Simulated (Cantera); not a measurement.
Input (Python, Cantera):

```python
import numpy as np
import cantera as ct

gas = ct.Solution("h2o2.yaml")
gas.TPX = 900, 1400, {'H2': 0.11, 'O2': 1, 'N2': 0.3}
reactor = ct.IdealGasConstPressureReactor(gas, energy="off", clone=False)
net = ct.ReactorNet([reactor])
net.rtol, net.atol = 1e-08, 1e-18
show = ['H2', 'O2', 'H2O2', 'O', 'HO2']
times = np.geomspace(5e-06, 3, 15)

steps = ct.SolutionArray(gas, extra=["t"])
rows = []
print(f"{'t/s':>10s}{'T/K':>9s}{'P/Pa':>11s}" + "".join(f"{s:>11s}" for s in show))
for t in times:
    while net.time < t:
        t_next = net.step()
        steps.append(gas.state, t=t_next)
    rows.append([np.interp(t, steps.t, y) for y in (steps.T, steps.P, *steps(*show).X.T)])
    print(f"{t:10.3e}{rows[-1][0]:9.1f}{rows[-1][1]:11.4g}" + "".join(f"{x:11.3e}" for x in rows[-1][2:]))
rate = np.gradient(steps.T, steps.t)
print("integrator steps:", len(steps.t))
if steps.T.max() > steps.T[0] + 200:
    print(f"time of steepest temperature rise: {steps.t[rate.argmax()]:.4e} s")
gas.TPX = 900, 1400, {'H2': 0.11, 'O2': 1, 'N2': 0.3}
gas.equilibrate("TP")
print(f"equilibrium (TP): T = {gas.T:.1f} K  " + "  ".join(f"{s} {gas[s].X[0]:.3e}" for s in show))
```

Result:

```
       t/s      T/K       P/Pa         H2         O2       H2O2          O        HO2
 5.000e-06    900.0       1400  7.801e-02  7.092e-01  7.546e-20  9.200e-16  1.344e-13
 1.293e-05    900.0       1400  7.801e-02  7.092e-01  4.925e-19  5.938e-15  3.479e-13
 3.345e-05    900.0       1400  7.801e-02  7.092e-01  3.285e-18  3.854e-14  9.010e-13
 8.653e-05    900.0       1400  7.801e-02  7.092e-01  2.202e-17  2.429e-13  2.338e-12
 2.238e-04    900.0       1400  7.801e-02  7.092e-01  1.475e-16  1.460e-12  6.093e-12
 5.789e-04    900.0       1400  7.801e-02  7.092e-01  1.001e-15  8.972e-12  1.611e-11
 1.497e-03    900.0       1400  7.801e-02  7.092e-01  7.112e-15  8.734e-11  4.705e-11
 3.873e-03    900.0       1400  7.801e-02  7.092e-01  1.248e-13  8.154e-09  8.125e-10
 1.002e-02    900.0       1400  7.561e-02  7.079e-01  1.453e-08  6.951e-04  6.450e-06
 2.591e-02    900.0       1400  1.922e-03  6.933e-01  2.478e-07  3.731e-03  1.040e-05
 6.702e-02    900.0       1400  2.430e-04  6.970e-01  1.403e-07  3.809e-04  4.359e-06
 1.734e-01    900.0       1400  4.961e-05  6.974e-01  8.161e-08  5.691e-05  1.435e-06
 4.484e-01    900.0       1400  1.018e-05  6.974e-01  4.255e-08  1.043e-05  4.116e-07
 1.160e+00    900.0       1400  1.702e-06  6.974e-01  2.017e-08  2.118e-06  1.034e-07
 3.000e+00    900.0       1400  2.133e-07  6.974e-01  9.102e-09  4.806e-07  2.549e-08
integrator steps: 1467
equilibrium (TP): T = 900.0 K  H2 2.645e-12  O2 6.974e-01  H2O2 5.460e-12  O 3.825e-11  HO2 1.201e-10
```

Detailed kinetics in Cantera: the H2/O2 subset of GRI-Mech 3.0, which has no nitrogen chemistry. Radical loss at walls, strong at low pressure, is not modelled. Below about 950 K walls govern HO2 and H2O2 in real vessels. The temperature is held fixed by assumption; the heat of reaction is taken as removed at once.
